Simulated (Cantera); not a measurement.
Input: 1 mol Si₃N₄, 6.1 mol F₂, 3 mol N₂, at 1650 °C and 4.60e-5 bar.

Cantera equilibrium calculation (NASA polynomials, part measured and part estimated; ideal gas, pure solids and liquids). Candidate condensed phases: Si, Si₃N₄; 16 gas species. The tables' values for SiF₃ are old estimates; treat these amounts as uncertain. Equilibrium is a limit: real reactors are often held back by kinetics, nucleation or transport.

**Question.** What is the equilibrium state?

**Answer.** x(N₂): 0.608
x(SiF₄): 0.363
x(F): 0.0265
x(SiF₃): 0.00213
x(SiF₂): 4.00e-6
gas amount: 8.218 mol
log10 activity of Si(l) (absent): -12.98
